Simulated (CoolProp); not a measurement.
Vapour-liquid equilibrium of isopentane (1) + R365MFC (2) at 0.05 MPa; x and y are mole fractions of (1).

Model: multi-fluid Helmholtz-energy mixture model, Lemmon 2006 and Lemmon 2016; pair parameters Bell 2016, in CoolProp.

**Question.** Give the bubble temperature and the first vapour's composition at x = 0.15, 0.25, 0.55. Is there an azeotrope?

**Answer.** x = 0.15: 9.5 °C, y = 0.486; x = 0.25: 6.4 °C, y = 0.582; x = 0.55: 4.2 °C, y = 0.665. y crosses x between x = 0.65 and 0.75: the model has an azeotrope there.

The pair parameters rest on a limited set of measurements; away from them the model extrapolates.
